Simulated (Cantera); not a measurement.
A Cantera script and what it prints.

```python
import numpy as np
import cantera as ct

gas_names = """
    N NO NO2 NO3 N2 N2O O O2 O3 Pb PbO Pb2
""".split()
cond_names = """
    Pb(cr) Pb(L) PbO(rd) PbO(yw) PbO(L) PbO2(s) Pb3O4(s)
""".split()


# ... load() reads the species with a 1 bar reference pressure and builds the phases ...
atoms = {
    'Pb': {'Pb': 1},
    'O2': {'O': 2},
    'N2': {'N': 2},
}
top_T = {'Pb3O4(s)': 820}  # K; cautious upper limits of use, not melting points


# ... equilibrate(T, P, feed) seeds the gas with the atoms and calls Mixture.equilibrate('TP', solver="vcs", rtol=1e-11, max_steps=5000) ...
results = []
feed = {'Pb': 1, 'O2': 0.94, 'N2': 68}  # mol
T = 948  # K
P = 13  # Pa
mix = equilibrate(T, P, feed)
results.append((T, P, feed, dict(zip(mix.species_names, mix.species_moles))))
x = sorted(zip(gas.X, gas.species_names), reverse=True)
print(f"T = {T:g} K  P = {P:g} Pa  gas = {mix.phase_moles(0):.4g} mol")
print("   x: " + "  ".join(f"{s} {v:.3e}" for v, s in x if v > 1e-05))
print("   condensed (mol): " + ("  ".join(f"{mix.phase(i).name} {mix.phase_moles(i):.4g}"
      for i in range(1, mix.n_phases) if mix.phase_moles(i) > 1e-12) or "none"))
```

Result:

```
T = 948 K  P = 13 Pa  gas = 68.47 mol
   x: N2 9.932e-01  O2 6.428e-03  PbO 3.768e-04
   condensed (mol): PbO(yw) 0.9738
```

Equilibrium computed with Cantera from the NASA thermochemical tables; the gas is ideal and each condensed phase is pure.
